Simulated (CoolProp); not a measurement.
Toluene along the isotherm 530.3 K: Z from the reference equation and from simpler models built on Tc = 591.7 K, pc = 4126 kPa, ω = 0.266; each cubic takes its own stable root.

Model: reference Helmholtz-energy equation of state, Lemmon 2006, in CoolProp. It is a short technical equation, of lower accuracy than the large ones.

```
p (kPa)   phase  reference
-------  ------  ---------
19.6        gas     0.9975
37.1        gas     0.9952
70.3        gas     0.9910
133         gas     0.9828
253         gas     0.9669
479         gas     0.9358
908         gas     0.8715
1720        gas     0.7181
3260     liquid     0.1139
6190     liquid     0.2099
```

Problem. How far does each simpler model (van der Waals, Soave-Redlich-Kwong, Peng-Robinson) lie from the reference over these 10 states: mean and median of the absolute difference, and the worst?

Solution. 
- van der Waals: mean 14.6 %, median 1.4 %, worst +67.7 % at 530.3 K and 3260 kPa
- Soave-Redlich-Kwong: mean 3.9 %, median 0.4 %, worst +17.6 % at 530.3 K and 3260 kPa
- Peng-Robinson: mean 0.8 %, median 0.0 %, worst +4.0 % at 530.3 K and 3260 kPa
